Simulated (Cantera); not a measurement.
An isothermal, constant-pressure homogeneous reactor starts with N2O = 1 (molar parts), at 1200 K and 1.00 atm.

Model: GRI-Mech 3.0 (53 species, 325 reactions), integrated in Cantera. GRI-Mech 3.0 was tuned for natural gas; its chemistry of N2O as a main component is partial and can be far from experiment. The mechanism lacks the step 2 NO + O2 → 2 NO2, which can matter for NO2 below about 1400 K. The temperature is held fixed by assumption; the heat of reaction is taken as removed at once.

Predict: x(N2O) at 2.00 s; x(NO2) at 2.00 s; x(NO) at 2.00 s; x(O2) at 2.00 s; x(N2) at 2.00 s; x(O) at 2.00 s.


```json
{
 "x(N2O) at 2.00 s": "0.274 (gas-phase equilibrium 1.48e-8)",
 "x(NO2) at 2.00 s": "0.000500 (gas-phase equilibrium 4.87e-6)",
 "x(NO) at 2.00 s": "0.0437 (gas-phase equilibrium 0.000228)",
 "x(O2) at 2.00 s": "0.220 (gas-phase equilibrium 0.333)",
 "x(N2) at 2.00 s": "0.462 (gas-phase equilibrium 0.667)",
 "x(O) at 2.00 s": "8.98e-7 (gas-phase equilibrium 1.45e-8)"
}
```
